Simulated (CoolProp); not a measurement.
Vapour-liquid equilibrium of nitrogen (1) + carbon monoxide (2) at 106.9 K; x and y are mole fractions of (1).

Model: multi-fluid Helmholtz-energy mixture model, Span 2000 and Lemmon 2006; pair parameters Gernert 2013, in CoolProp.

Question: Give the bubble pressure and the first vapour's composition at x = 0.5, 0.725, 0.95. Is there an azeotrope?

Answer: x = 0.5: 1.065 MPa, y = 0.562; x = 0.725: 1.140 MPa, y = 0.766; x = 0.95: 1.206 MPa, y = 0.957. No azeotrope shows between x = 0.05 and 0.95.

Pair parameters are fitted to limited data, so mixtures are less certain than the pure fluids.
